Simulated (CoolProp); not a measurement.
Vapour-liquid equilibrium of propylene (1) + R114 (2) at 646 kPa; x and y are mole fractions of (1).

Model: multi-fluid Helmholtz-energy mixture model, Lemmon 2013 and Platzer 1990; pair parameters Bell 2016, in CoolProp. This equation is an older, rougher fit; its heat capacities, sound speeds and derivatives of the liquid may be far off and weren't checked against measurements.

| x | bubble temperature, mixture model (K) | bubble temperature, Raoult's law (K) | y, mixture model | y, Raoult's law |
|---|---|---|---|---|
| 0.05 | ___ | 331.2 | 0.179 | 0.188 |
| 0.2 | 312.8 | 316.1 | ___ | 0.545 |
| 0.35 | ___ | 304.7 | ___ | 0.735 |
| 0.5 | ___ | 295.9 | ___ | 0.845 |
| 0.65 | 286.5 | 288.9 | 0.887 | 0.915 |
| 0.8 | 281.9 | 283.0 | ___ | 0.960 |
| 0.95 | 277.9 | 278.1 | 0.983 | 0.992 |

### Question
Fill in the missing entries.

### Answer

- 0.05, bubble temperature, mixture model (K): 330.5
- 0.2, y, mixture model: 0.542
- 0.35, bubble temperature, mixture model (K): 300.5
- 0.35, y, mixture model: 0.726
- 0.5, bubble temperature, mixture model (K): 292.2
- 0.5, y, mixture model: 0.825
- 0.8, y, mixture model: 0.936

The largest gap from Raoult's law is -4.2 K in bubble temperature, at x = 0.35. No azeotrope shows between x = 0.05 and 0.95.

Pair parameters are fitted to limited data, so mixtures are less certain than the pure fluids.
